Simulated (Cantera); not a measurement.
A perfectly stirred reactor is fed with CH4 : CO : O2 : N2 = 1 : 0.13 : 2.06 : 7.76 (molar parts), equivalence ratio 1.0, at 7500 Torr; it is adiabatic with a 450 K inlet, and is followed from long to short residence time, starting on the burning branch (τ in s: 0.24, 0.084, 0.029, 0.01, 0.0036, 0.0012, 0.00043, 0.00015, 5.2e-05, 1.8e-05).

Computed with Cantera and GRI-Mech 3.0 (53 species, 325 reactions).

Task: Predict: blow-out, bracketed by the residence times tried; x(CH4) at τ = 0.240 s; x(CO) at τ = 0.240 s; x(O2) at τ = 0.240 s; x(NO) at τ = 0.240 s; x(HO2) at τ = 0.240 s; x(CH4) at τ = 1.20 ms; x(CO) at τ = 1.20 ms; x(O2) at τ = 1.20 ms; x(NO) at τ = 1.20 ms; x(HO2) at τ = 1.20 ms.

Result: blow-out, bracketed by the residence times tried: burning at 52.0 µs, out at 18.0 µs
x(CH4) at τ = 0.240 s: 2.94e-7
x(CO) at τ = 0.240 s: 0.00855
x(O2) at τ = 0.240 s: 0.00356
x(NO) at τ = 0.240 s: 0.00204
x(HO2) at τ = 0.240 s: 1.09e-6
x(CH4) at τ = 1.20 ms: 3.41e-5
x(CO) at τ = 1.20 ms: 0.0126
x(O2) at τ = 1.20 ms: 0.00690
x(NO) at τ = 1.20 ms: 0.000483
x(HO2) at τ = 1.20 ms: 3.01e-6
